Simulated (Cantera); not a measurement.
Charge: 1 mol Cu, a varied amount of F₂, 2.8 mol N₂, held at 725 K and 10.0 Torr.

Equilibrium computed with Cantera from the NASA thermochemical tables; the gas is ideal and each condensed phase is pure. Candidate condensed phases: Cu, CuF₂; 11 gas species. Rates play no part.

Problem. Which condensed phases are stable at each of these points (n(F₂) (mol)): 0.46, 0.55, 0.66, 0.79, 0.95, 1.1, 1.4, 1.7, 2?

Solution. 
```tsv
n(F₂) (mol)	condensed phases	Cu condensed (%)
0.46	Cu(s) + CuF₂(s)	100.0
0.55	Cu(s) + CuF₂(s)	100.0
0.66	Cu(s) + CuF₂(s)	100.0
0.79	Cu(s) + CuF₂(s)	100.0
0.95	Cu(s) + CuF₂(s)	100.0
1.1	CuF₂(s)	100.0
1.4	CuF₂(s)	100.0
1.7	CuF₂(s)	100.0
2	CuF₂(s)	100.0
```

From 0.46 mol F₂ to 0.95 mol F₂ the condensed part is Cu(s) + CuF₂(s). From 1.1 mol F₂ to 2 mol F₂ the condensed part is CuF₂(s).
